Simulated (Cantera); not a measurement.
What does this Cantera script print?

```python
import numpy as np
import cantera as ct

gas = ct.Solution("gri30.yaml")


def delay(T, t_max=10):
    gas.TPX = T, 300000, {'CH4': 2.6, 'O2': 2, 'N2': 7.52}
    reactor = ct.IdealGasConstPressureReactor(gas, clone=False)
    net = ct.ReactorNet([reactor])
    net.rtol, net.atol = 1e-8, 1e-16
    while net.time < t_max:
        t_old, T_old = net.time, reactor.T
        net.step()
        if reactor.T > T + 400:  # ignition: a rise of 400 K
            return t_old + (T + 400 - T_old) / (reactor.T - T_old) * (net.time - t_old)
    return np.nan


taus = []
for T in [1048, 1098, 1148, 1198, 1248, 1298]:
    taus.append(delay(T))
    print(f"T0 = {T:6g} K   tau = {taus[-1]:.4e} s")
```

It prints:

```
T0 =   1048 K   tau = 2.6411e-01 s
T0 =   1098 K   tau = 1.2265e-01 s
T0 =   1148 K   tau = 5.9184e-02 s
T0 =   1198 K   tau = 2.9625e-02 s
T0 =   1248 K   tau = 1.5334e-02 s
T0 =   1298 K   tau = 8.1719e-03 s
```

Model: GRI-Mech 3.0 (53 species, 325 reactions), integrated in Cantera.
